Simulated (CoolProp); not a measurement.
A closed Brayton cycle with carbon dioxide: compressor inlet 308.15 K and 8.2 MPa, high pressure 23.4 MPa, turbine inlet 780 K, compressor efficiency 0.8, turbine efficiency 0.9, recuperator effectiveness 0 (on enthalpy, no pinch check). Each further row changes one setting.

Model: reference Helmholtz-energy equation of state, Span 1996, in CoolProp.

| case | thermal efficiency (%) | net work (kJ/kg) | compressor to turbine work | compressor exit (K) | turbine exit (K) |
|---|---|---|---|---|---|
| as stated | 15.7 | 98.3 | 0.23 | 348.5 | 659.2 |
| turbine inlet 730 K | 15.7 | … | … | 348.5 | … |
| compressor inlet 318.15 K | … | 76.3 | 0.40 | 401.1 | 659.2 |
| high pressure 19.9 MPa | 13.6 | … | … | 341.7 | … |
| recuperator effectiveness 0.5 | … | 98.3 | 0.23 | 348.5 | 659.2 |

Task: What belongs in the gaps?

Result: 
- turbine inlet 730 K, net work (kJ/kg): 88.6
- turbine inlet 730 K, compressor to turbine work: 0.25
- turbine inlet 730 K, turbine exit (K): 613.6
- compressor inlet 318.15 K, thermal efficiency (%): 15.0
- high pressure 19.9 MPa, net work (kJ/kg): 86.4
- high pressure 19.9 MPa, compressor to turbine work: 0.21
- high pressure 19.9 MPa, turbine exit (K): 677.3
- recuperator effectiveness 0.5, thermal efficiency (%): 22.2
